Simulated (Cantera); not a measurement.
A perfectly stirred reactor is fed with CO : O2 : H2O : N2 = 0.0051 : 0.023 : 0.00076 : 1 (molar parts), equivalence ratio 0.11, at 8.70 bar; it is held at 1375 K, and followed from long to short residence time.

Model: GRI-Mech 3.0 (53 species, 325 reactions), integrated in Cantera.

x: mole fraction; the columns are a selection and need not sum to one.

```json
[
 {"τ (s)": "0.44", "x CO": "0.000112", "x O2": "0.0200", "x H2O": "0.000738", "x CO2": "0.00486", "x NO": "2.23e-6", "x NO2": "2.37e-7"},
 {"τ (s)": "0.22", "x CO": "0.000192", "x O2": "0.0200", "x H2O": "0.000738", "x CO2": "0.00478", "x NO": "2.29e-6", "x NO2": "2.59e-7"},
 {"τ (s)": "0.10", "x CO": "0.000352", "x O2": "0.0201", "x H2O": "0.000737", "x CO2": "0.00462", "x NO": "2.20e-6", "x NO2": "2.51e-7"},
 {"τ (s)": "0.051", "x CO": "?", "x O2": "0.0202", "x H2O": "0.000736", "x CO2": "0.00439", "x NO": "?", "x NO2": "?"},
 {"τ (s)": "0.025", "x CO": "0.000941", "x O2": "0.0204", "x H2O": "0.000735", "x CO2": "0.00403", "x NO": "1.49e-6", "x NO2": "1.54e-7"},
 {"τ (s)": "0.012", "x CO": "0.00149", "x O2": "0.0206", "x H2O": "0.000734", "x CO2": "0.00348", "x NO": "9.82e-7", "x NO2": "9.34e-8"},
 {"τ (s)": "0.0058", "x CO": "0.00219", "x O2": "0.0210", "x H2O": "0.000732", "x CO2": "0.00277", "x NO": "5.48e-7", "x NO2": "4.78e-8"},
 {"τ (s)": "0.0028", "x CO": "?", "x O2": "0.0214", "x H2O": "0.000731", "x CO2": "?", "x NO": "?", "x NO2": "?"},
 {"τ (s)": "0.0014", "x CO": "0.00371", "x O2": "0.0217", "x H2O": "0.000730", "x CO2": "0.00125", "x NO": "9.44e-8", "x NO2": "7.26e-9"},
 {"τ (s)": "0.00067", "x CO": "0.00431", "x O2": "0.0220", "x H2O": "0.000730", "x CO2": "0.000650", "x NO": "2.52e-8", "x NO2": "1.88e-9"}
]
```

### Question
Fill in the missing entries.

### Answer

- 0.051, x CO: 0.000577
- 0.051, x NO: 1.93e-6
- 0.051, x NO2: 2.13e-7
- 0.0028, x CO: 0.00299
- 0.0028, x CO2: 0.00197
- 0.0028, x NO: 2.49e-7
- 0.0028, x NO2: 2.02e-8
